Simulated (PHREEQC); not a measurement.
A PHREEQC input (ion-association model, phreeqc.dat):

```
SOLUTION 1
  temp 50
  units mg/L
  pH 7.54
  pe 11.1
  Na 23.6
  K 34.9
  Ca 5.46
  Mg 11.2
  Cl 23.3
  S(6) 1.64 as SO4
  Alkalinity 148 as HCO3
  Si 1.74 as SiO2
  Li 0.00836
  B 0.954
END
USE solution 1
EQUILIBRIUM_PHASES 1
  Gypsu 0 0
  CO2(g) -2.5 10
END
```

It stops with these messages:

```
ERROR: Phase not found in database, Gypsu.
ERROR: Calculations terminating due to input errors.
```

The fault: the phase Gypsum misspelt. The line should read `Gypsum` where the input has `Gypsu`. With the mend the run ends at pH 7.84 and ionic strength 0.00368 mol/kgw.
